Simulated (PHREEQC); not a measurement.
A solution holds 140 mmol/kgw HF, 80 mmol/kgw NH4HF2 and 3 mmol/kgw H2SiF6, at 90 °C and 500 atm. Closed to the air; pH follows from the charge balance.

Computed with PHREEQC (ion-association model, phreeqc.dat).

```tsv
quantity	before	after
pH	2.86	3.56
ionic strength (mol/kgw)	0.0847	0.0833
HF (mol/kgw)	0.194	0.0538
F- (mol/kgw)	0.0450	0.0625
HF2- (mol/kgw)	0.0307	0.0118
```

What was changed between the two runs?
A) NH4HF2 replaced by NH3 at the same molality
B) temperature from 90 to 55 °C
C) H2SiF6 from 0.003 to 0.0045 mol/kgw
D) NH4HF2 from 0.08 to 0.008 mol/kgw
E) NH4HF2 left out

A, NH4HF2 replaced by NH3 at the same molality

Precipitation was switched off in this run. Under pressure, the constants of complexes without a molar volume in the database are unreliable. Away from 25 °C the constants follow the database's enthalpies or fits; those with neither stay at their 25 °C values. SiF6-2 is the database's only silicon fluoride.
